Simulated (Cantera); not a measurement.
Cantera run, input and output.

```python
import numpy as np
import cantera as ct

gas = ct.Solution("gri30.yaml")
gas.TPX = 1175, 300000, {'H2': 1, 'O2': 0.312, 'N2': 1.17}
reactor = ct.IdealGasReactor(gas, energy="on", clone=False)
net = ct.ReactorNet([reactor])
net.rtol, net.atol = 1e-08, 1e-16
show = ['H2', 'O2', 'H2O2', 'H2O', 'HO2']
times = np.geomspace(1e-06, 3, 15)

steps = ct.SolutionArray(gas, extra=["t"])
rows = []
print(f"{'t/s':>10s}{'T/K':>9s}{'P/Pa':>11s}" + "".join(f"{s:>11s}" for s in show))
for t in times:
    while net.time < t:
        t_next = net.step()
        steps.append(gas.state, t=t_next)
    rows.append([np.interp(t, steps.t, y) for y in (steps.T, steps.P, *steps(*show).X.T)])
    print(f"{t:10.3e}{rows[-1][0]:9.1f}{rows[-1][1]:11.4g}" + "".join(f"{x:11.3e}" for x in rows[-1][2:]))
rate = np.gradient(steps.T, steps.t)
print("integrator steps:", len(steps.t))
if steps.T.max() > steps.T[0] + 200:
    print(f"time of steepest temperature rise: {steps.t[rate.argmax()]:.4e} s")
gas.TPX = 1175, 300000, {'H2': 1, 'O2': 0.312, 'N2': 1.17}
gas.equilibrate("UV")
print(f"equilibrium (UV): T = {gas.T:.1f} K  " + "  ".join(f"{s} {gas[s].X[0]:.3e}" for s in show))
```

Result:

```
       t/s      T/K       P/Pa         H2         O2       H2O2        H2O        HO2
 1.000e-06   1175.0      3e+05  4.029e-01  1.257e-01  2.254e-11  3.194e-09  8.372e-09
 2.902e-06   1175.0      3e+05  4.029e-01  1.257e-01  2.720e-10  4.416e-08  4.193e-08
 8.420e-06   1175.0      3e+05  4.029e-01  1.257e-01  9.620e-09  1.691e-06  9.050e-07
 2.443e-05   1642.4  4.102e+05  2.658e-01  6.634e-02  3.173e-06  1.120e-01  1.383e-04
 7.089e-05   3023.1  6.907e+05  1.671e-01  8.491e-04  3.609e-07  2.628e-01  1.858e-06
 2.057e-04   3017.3  6.895e+05  1.682e-01  8.042e-04  3.469e-07  2.620e-01  1.763e-06
 5.969e-04   3016.2  6.893e+05  1.684e-01  7.961e-04  3.444e-07  2.619e-01  1.746e-06
 1.732e-03   3016.2  6.893e+05  1.684e-01  7.961e-04  3.443e-07  2.619e-01  1.746e-06
 5.026e-03   3016.2  6.893e+05  1.684e-01  7.961e-04  3.443e-07  2.619e-01  1.746e-06
 1.458e-02   3016.2  6.893e+05  1.684e-01  7.961e-04  3.443e-07  2.619e-01  1.746e-06
 4.232e-02   3016.2  6.893e+05  1.684e-01  7.961e-04  3.443e-07  2.619e-01  1.746e-06
 1.228e-01   3016.2  6.893e+05  1.684e-01  7.961e-04  3.443e-07  2.619e-01  1.746e-06
 3.563e-01   3016.2  6.893e+05  1.684e-01  7.961e-04  3.443e-07  2.619e-01  1.746e-06
 1.034e+00   3016.2  6.893e+05  1.684e-01  7.961e-04  3.443e-07  2.619e-01  1.746e-06
 3.000e+00   3016.2  6.893e+05  1.684e-01  7.961e-04  3.443e-07  2.619e-01  1.746e-06
integrator steps: 1300
time of steepest temperature rise: 2.4613e-05 s
equilibrium (UV): T = 3016.2 K  H2 1.684e-01  O2 7.961e-04  H2O2 3.443e-07  H2O 2.619e-01  HO2 1.746e-06
```

Computed with Cantera and GRI-Mech 3.0 (53 species, 325 reactions). The hydrogen kinetics of GRI-Mech 3.0 are dated; newer H2 mechanisms differ, most at raised pressure. Above 3000 K some thermodynamic fits are extrapolated.
